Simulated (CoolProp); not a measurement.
A simple Rankine cycle with isobutane: condensing at 304.15 K, boiler at 2.23 MPa, turbine inlet 529.5 K, turbine efficiency 0.75, pump efficiency 0.8, no recuperator. Each further row changes one setting.

Values from CoolProp's reference Helmholtz-energy equation of state, Bücker 2006.

| case | thermal efficiency (%) | net work (kJ/kg) | heat in (kJ/kg) | turbine exit temperature (K) | volume ratio over the turbine |
|---|---|---|---|---|---|
| as stated | 10.2 | 81.9 | 806 | 488.9 | 5.30 |
| turbine inlet 549.5 K | 10.0 | 86.0 | 863 | 509.2 | 5.27 |
| condensing temperature 296.15 K | 11.3 | 93.3 | 826 | 484.0 | 6.64 |
| boiler pressure 1.56 MPa | 8.2 | 66.8 | 816 | 498.5 | 3.68 |
| turbine efficiency 0.65 | 8.7 | 70.4 | 806 | 493.4 | 5.36 |
